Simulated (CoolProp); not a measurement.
Computed with CoolProp (reference Helmholtz-energy equation of state, Lemmon 2006). It is a short technical equation, of lower accuracy than the large ones.

For CH3F (R41), give the phase and the cp (kJ/(kg K)), cv (kJ/(kg K)) at 202.4 K and 0.101 MPa; 253.8 K and 0.101 MPa.


- 202.4 K and 0.101 MPa: gas; cp 1.17, cv 0.858
- 253.8 K and 0.101 MPa: gas; cp 1.08, cv 0.816
